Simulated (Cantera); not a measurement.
A Cantera script and its output.

```python
import numpy as np
import cantera as ct

gas = ct.Solution("gri30.yaml")
gas.TPX = 1923, 100000, {'CH4': 1, 'H2': 50}
reactor = ct.IdealGasConstPressureReactor(gas, energy="off", clone=False)
net = ct.ReactorNet([reactor])
net.rtol, net.atol = 1e-08, 1e-18
show = ['CH4', 'H2', 'C2H2', 'H', 'C2H6', 'CH3']
times = np.geomspace(1e-06, 4, 12)

steps = ct.SolutionArray(gas, extra=["t"])
rows = []
print(f"{'t/s':>10s}{'T/K':>9s}{'P/Pa':>11s}" + "".join(f"{s:>11s}" for s in show))
for t in times:
    while net.time < t:
        t_next = net.step()
        steps.append(gas.state, t=t_next)
    rows.append([np.interp(t, steps.t, y) for y in (steps.T, steps.P, *steps(*show).X.T)])
    print(f"{t:10.3e}{rows[-1][0]:9.1f}{rows[-1][1]:11.4g}" + "".join(f"{x:11.3e}" for x in rows[-1][2:]))
rate = np.gradient(steps.T, steps.t)
print("integrator steps:", len(steps.t))
if steps.T.max() > steps.T[0] + 200:
    print(f"time of steepest temperature rise: {steps.t[rate.argmax()]:.4e} s")
gas.TPX = 1923, 100000, {'CH4': 1, 'H2': 50}
gas.equilibrate("TP")
print(f"equilibrium (TP): T = {gas.T:.1f} K  " + "  ".join(f"{s} {gas[s].X[0]:.3e}" for s in show))
```

Result:

```
       t/s      T/K       P/Pa        CH4         H2       C2H2          H       C2H6        CH3
 1.000e-06   1923.0      1e+05  1.960e-02  9.804e-01  1.503e-14  8.436e-06  4.056e-11  4.420e-06
 3.983e-06   1923.0      1e+05  1.959e-02  9.804e-01  4.583e-12  3.582e-05  1.746e-09  1.534e-05
 1.586e-05   1923.0      1e+05  1.955e-02  9.803e-01  1.685e-09  1.438e-04  6.663e-08  5.809e-05
 6.318e-05   1923.0      1e+05  1.939e-02  9.799e-01  8.365e-07  5.132e-04  1.070e-06  2.026e-04
 2.516e-04   1923.0      1e+05  1.901e-02  9.796e-01  8.232e-05  9.071e-04  2.752e-06  3.497e-04
 1.002e-03   1923.0      1e+05  1.795e-02  9.802e-01  6.046e-04  9.201e-04  2.509e-06  3.348e-04
 3.991e-03   1923.0      1e+05  1.470e-02  9.818e-01  2.221e-03  9.244e-04  1.695e-06  2.751e-04
 1.590e-02   1923.0      1e+05  8.590e-03  9.850e-01  5.257e-03  9.328e-04  5.953e-07  1.617e-04
 6.331e-02   1923.0      1e+05  3.587e-03  9.876e-01  7.737e-03  9.406e-04  1.223e-07  6.795e-05
 2.522e-01   1923.0      1e+05  2.241e-03  9.883e-01  8.404e-03  9.433e-04  6.189e-08  4.256e-05
 1.004e+00   1923.0      1e+05  2.216e-03  9.883e-01  8.416e-03  9.433e-04  6.104e-08  4.208e-05
 4.000e+00   1923.0      1e+05  2.216e-03  9.883e-01  8.416e-03  9.433e-04  6.104e-08  4.208e-05
integrator steps: 805
equilibrium (TP): T = 1923.0 K  CH4 2.216e-03  H2 9.883e-01  C2H2 8.416e-03  H 9.433e-04  C2H6 6.104e-08  CH3 4.208e-05
```

Model: GRI-Mech 3.0 (53 species, 325 reactions), integrated in Cantera. GRI-Mech 3.0 stops at C3 and has no aromatics, soot or wall deposition, so with more carbon than oxygen in the feed, carbon stays in small species such as C2H2 where larger ones or solid carbon would form.
